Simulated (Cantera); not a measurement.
A freely propagating, adiabatic, planar premixed flame of CH4 : C2H6 : O2 : N2 = 1 : 0.076 : 1.51 : 5.68 (molar parts), unburnt at 650 K and 0.868 atm; mixture-averaged transport, grid criteria slope 0.08 and curve 0.16, no radiation.

Computed with Cantera and GRI-Mech 3.0 (53 species, 325 reactions). Burning velocities carry a grid error of a few per cent, more on coarse grids.

Problem. Predict: laminar burning velocity; thermal thickness; peak x(O); peak x(C2H).

Solution. 
```json
{
 "laminar_burning_velocity": "73.7 cm/s",
 "thermal_thickness": "0.613 mm",
 "peak x(O)": "0.000160",
 "peak x(C2H)": "3.07e-6"
}
```
